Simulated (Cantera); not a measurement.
# Thermodynamics of carbon deposition, reforming and gasification, feed acetone + H₂

Feed: 1 mol acetone, 22 mol H₂, held at 420000 Pa.

Equilibrium computed with Cantera from the NASA thermochemical tables; the gas is ideal and each condensed phase is pure. Candidate condensed phases: C, C₆H₆, C₇H₈, C₈H₁₈, H₂O; 110 gas species. The feed counts by its element totals alone. Rates play no part.

```tsv
T (K)	log p H₂	log p CH₄	log p H₂O	log p CO	n C(graphite)
525	0.54	-0.24	-0.72	<-11	0
625	0.54	-0.24	-0.72	-8.09	0
725	0.54	-0.24	-0.72	-5.56	0
825	0.54	-0.24	-0.72	-3.63	0
925	0.54	-0.25	-0.74	-2.13	0
1025	0.55	-0.31	-0.94	-1.19	0
1125	0.56	-0.42	-1.48	-0.85	0.0395
1225	0.58	-0.71	-1.93	-0.80	0.930
1325	0.59	-0.98	-2.34	-0.79	1.40
1425	0.60	-1.22	-2.71	-0.79	1.65
1525	0.60	-1.44	-3.03	-0.79	1.78
```
log p: log10 of the partial pressure in bar; n: condensed amount in mol.

From 525 K to 1025 K nothing is condensed. From 1125 K to 1525 K the condensed part is C(graphite). The main C-bearing gas is CH₄ at 525 K and CO at 1525 K.
